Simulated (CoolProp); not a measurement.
Vapour-liquid equilibrium of carbon dioxide (1) + R143a (2) at 231.8 K; x and y are mole fractions of (1).

Model: multi-fluid Helmholtz-energy mixture model, Span 1996 and Lemmon and Jacobsen 2000; pair parameters Bell 2016, in CoolProp.

```tsv
x	bubble pressure (MPa)	y at the bubble point	dew pressure at overall composition x (MPa)	liquid density (mol/L)
0.05	0.1680	0.239	0.1390	14.03
0.125	0.2297	0.480	0.1492	14.57
0.2	0.2988	0.631	0.1611	15.14
0.275	0.3715	0.728	0.1751	15.75
0.35	0.4442	0.792	0.1917	16.40
0.425	0.5142	0.838	0.2118	17.11
0.5	0.5802	0.871	0.2368	17.87
0.575	0.6416	0.897	0.2687	18.70
0.65	0.6990	0.918	0.3108	19.61
0.725	0.7534	0.936	0.3690	20.61
0.8	0.8064	0.953	0.4546	21.73
0.875	0.8600	0.969	0.5891	22.99
0.95	0.9159	0.987	0.7978	24.42
```

No azeotrope shows between x = 0.05 and 0.95.

The pair parameters rest on a limited set of measurements; away from them the model extrapolates. The gap from Raoult's law changes sign with composition, which may be real or a fault of the pair parameters; it wasn't checked against measurements.
